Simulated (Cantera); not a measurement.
## B2O3 + NH3 + N2 + O2 (boron, boron nitride and boron oxide)

A closed system holds: 1 mol B2O3, 0.83 mol NH3, a varied amount of N2, 0.66 mol O2, equilibrated at 1498 K and 10.0 mbar.

These are equilibrium values from Cantera (NASA tables, ideal gas, pure condensed phases), not measurements of a reactor. Candidate condensed phases: B, BN, B2O3, B3O3H3, H2O; 39 gas species. Gases not in the tables: H3BO3. Kinetics and transport are ignored.

From 9.3 mol N2 to 85 mol N2 the condensed part is B2O3(l). The share of B in condensed phases is highest at 9.3 mol N2 (60.1 %) and lowest at 85 mol N2 (4.7 %).

```tsv
n(N2) (mol)	x N2	x H2O	x HBO2	x O2	x B2O3	x NO	x BO2	x OH	n B2O3(l)
9.3	0.852	0.0763	0.0658	0.00319	0.00208	0.000155	7.94e-5	7.45e-5	0.601
22	0.924	0.0305	0.0416	0.00147	0.00208	0.000110	6.54e-5	3.88e-5	0.444
35	0.948	0.0175	0.0315	0.000943	0.00208	8.90e-5	5.85e-5	2.63e-5	0.332
47	0.959	0.0121	0.0262	0.000705	0.00208	7.74e-5	5.44e-5	2.03e-5	0.248
60	0.966	0.00875	0.0223	0.000552	0.00208	6.88e-5	5.12e-5	1.63e-5	0.171
73	0.971	0.00670	0.0195	0.000452	0.00208	6.24e-5	4.87e-5	1.36e-5	0.103
85	0.974	0.00542	0.0175	0.000387	0.00208	5.78e-5	4.68e-5	1.17e-5	0.0466
```
x: gas mole fraction; n: condensed amount in mol.
